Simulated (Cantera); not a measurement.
An adiabatic, constant-pressure homogeneous reactor starts with 5.10 % CH4, 20.0 % O2, 74.9 % N2, at 1725 K and 1.00 bar.

Model: GRI-Mech 3.0 (53 species, 325 reactions), integrated in Cantera.

One state of this run: T (K) = 2569; x CH4 = <1e-12; x O2 = 0.0908; x CH3 = <1e-12; x NO = 0.00937; x OH = 0.0138; x CH2O = 7.46e-12. x: mole fraction; the columns are a selection and need not sum to one.

Q: Which value of t (s) does it belong to?
A. 6.00e-6
B. 1.90e-5
C. 0.00600
D. 6.00e-5

A: C, 0.00600
